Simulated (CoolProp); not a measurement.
C3F8 (R218) along the isobar 14.7 MPa: density (kg/m³) from the reference equation and from simpler models built on Tc = 345.0 K, pc = 2.640 MPa, ω = 0.317; each cubic takes its own stable root.

Computed with CoolProp (reference Helmholtz-energy equation of state, Lemmon 2006). It is a short technical equation, of lower accuracy than the large ones.

```
T (K)          phase  reference
-----  -------------  ---------
267           liquid       1570
279.3         liquid       1529
291.7         liquid       1486
304.1         liquid       1442
316.4         liquid       1397
328.8         liquid       1351
341.1         liquid       1304
353.5  supercritical       1256
365.8  supercritical       1207
378.2  supercritical       1157
390.6  supercritical       1107
402.9  supercritical       1057
415.3  supercritical       1007
427.6  supercritical      959.0
440    supercritical      912.3
```

**Question.** How far does each simpler model (van der Waals, Redlich-Kwong, Soave-Redlich-Kwong, Peng-Robinson) lie from the reference over these 15 states: mean and median of the absolute difference, and the worst?

**Answer.** 
- van der Waals: mean 22.2 %, median 23.5 %, worst -31.1 % at 267 K and 14.7 MPa
- Redlich-Kwong: mean 3.0 %, median 3.2 %, worst -5.2 % at 267 K and 14.7 MPa
- Soave-Redlich-Kwong: mean 3.5 %, median 3.3 %, worst -4.8 % at 440 K and 14.7 MPa
- Peng-Robinson: mean 6.9 %, median 7.5 %, worst +9.3 % at 279.3 K and 14.7 MPa
